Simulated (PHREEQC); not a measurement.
# Alkaline etch or developer (model solution)

Consider water at 20 °C with 0.0028 mol/kgw CsOH, 0.00045 mol/kgw K2SiO3 and 0.00048 mol/kgw Na2CO3. Closed to the air; pH follows from the charge balance.

Computed with PHREEQC (ion-association model, wateq4f.dat).

No solid was allowed to form.

### Question
What pH, ionic strength does the model give?

### Answer
pH 11.65; ionic strength 0.00512 mol/kgw.

### Question
In which forms is Si present?

### Answer
H3SiO4- 96 %, H2SiO4-2 2.6 %, H4SiO4 1.6 % of the Si.

Species that the database lacks are ignored.
